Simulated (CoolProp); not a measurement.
Vapour-liquid equilibrium of hexamethyldisiloxane (MM) (1) + toluene (2) at 289.4 K; x and y are mole fractions of (1).

The numbers come from the multi-fluid Helmholtz-energy mixture model, Thol 2016 and Lemmon 2006; pair parameters Bell 2016 in CoolProp.

**Question.** Give the bubble pressure and the first vapour's composition at x = 0.725, 0.8, 0.875. Is there an azeotrope?

**Answer.** x = 0.725: 0.003450 MPa, y = 0.767; x = 0.8: 0.003488 MPa, y = 0.823; x = 0.875: 0.003513 MPa, y = 0.883. No azeotrope shows between x = 0.05 and 0.95.

Pair parameters are fitted to limited data, so mixtures are less certain than the pure fluids.
